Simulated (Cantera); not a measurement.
Feed: 1 mol C₃H₆, a varied amount of H₂O, at 2925 K and 1.50 Torr.

Cantera equilibrium calculation (NASA polynomials, part measured and part estimated; ideal gas, pure solids and liquids). Candidate condensed phases: C, C₆H₆, C₇H₈, C₈H₁₈, H₂O; 110 gas species. The numbers say what is thermodynamically allowed, not how fast it happens.

Which condensed phases are stable at each of these points (n(H₂O) (mol)): 0.55, 0.74, 0.93, 1.1, 1.3, 1.5, 1.7, 1.9, 2.1, 2.3, 2.5, 2.7?


```
n(H₂O) (mol)  condensed phases  C condensed (%)
------------  ----------------  ---------------
0.55               C(graphite)             15.4
0.74               C(graphite)              4.0
0.93                  gas only              0.0
1.1                   gas only              0.0
1.3                   gas only              0.0
1.5                   gas only              0.0
1.7                   gas only              0.0
1.9                   gas only              0.0
2.1                   gas only              0.0
2.3                   gas only              0.0
2.5                   gas only              0.0
2.7                   gas only              0.0
```

From 0.55 mol H₂O to 0.74 mol H₂O the condensed part is C(graphite). From 0.93 mol H₂O to 2.7 mol H₂O nothing is condensed.
